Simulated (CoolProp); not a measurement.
R365MFC at 293.15 K and 0.0359 MPa is compressed adiabatically to 0.157 MPa with isentropic efficiency 0.8. Each further row changes one setting.

Model: reference Helmholtz-energy equation of state, Lemmon 2016, in CoolProp.

| case | work (kJ/kg) | final temperature (K) | final phase | final density (kg/m³) |
|---|---|---|---|---|
| as stated | 30.5 | 326.5 | gas | 9.13 |
| efficiency 1 | 24.4 | 326.1 | two-phase, vapour fraction 0.969 | 9.44 |
| efficiency 0.65 | 37.5 | 332.9 | gas | 8.91 |
